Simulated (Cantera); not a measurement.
Charge: 1 mol CH3Cl, equilibrated at 2350 K and 31.0 mbar.

These are equilibrium values from Cantera (NASA tables, ideal gas, pure condensed phases), not measurements of a reactor. Candidate condensed phases: C, C6H6, C7H8, C8H18; 91 gas species. The numbers say what is thermodynamically allowed, not how fast it happens.

Base state: H2 0.469, HCl 0.446, H 0.0485, Cl 0.0331, C2H2 (acetylene) 0.00259, C2HCl 2.18e-5, C2H 1.37e-5 (mole fractions); condensed: C(graphite).

Q: What changes in the equilibrium state with this change: CH3Cl replaced by c-C4F8?

A: 
| species | before | after |
|---|---|---|
| CF2 | 0 | 0.431 |
| CF4 | 0 | 0.342 |
| F | 0 | 0.200 |
| H2 | 0.469 | 0 |
| HCl | 0.446 | 0 |
| H | 0.0485 | 0 |
| Cl | 0.0331 | 0 |
| CF3 | 0 | 0.0230 |
| CF | 0 | 0.00399 |
| C2H2 (acetylene) | 0.00259 | 0 |
| C2F4 | 0 | 2.43e-5 |
| C(graphite), mol | 0.989 | 1.44 |
The feed counts by its element totals alone. The tables' values for C2F4 are old estimates; treat these amounts as uncertain. Gases not in the tables: C2F6 and larger saturated fluorocarbons.

Q: What changes in the equilibrium state with this change: temperature from 2350 K to 2650 K?

A: 
```json
[
 {"species": "H2", "before": "0.469", "after": "0.392"},
 {"species": "HCl", "before": "0.446", "after": "0.334"},
 {"species": "H", "before": "0.0485", "after": "0.167"},
 {"species": "Cl", "before": "0.0331", "after": "0.0992"},
 {"species": "C2", "before": "1.19e-7", "after": "1.37e-5"},
 {"species": "C3", "before": "1.33e-6", "after": "0.000144"},
 {"species": "C", "before": "5.98e-7", "after": "3.75e-5"},
 {"species": "C(graphite), mol", "before": "0.989", "after": "0.961"}
]
```
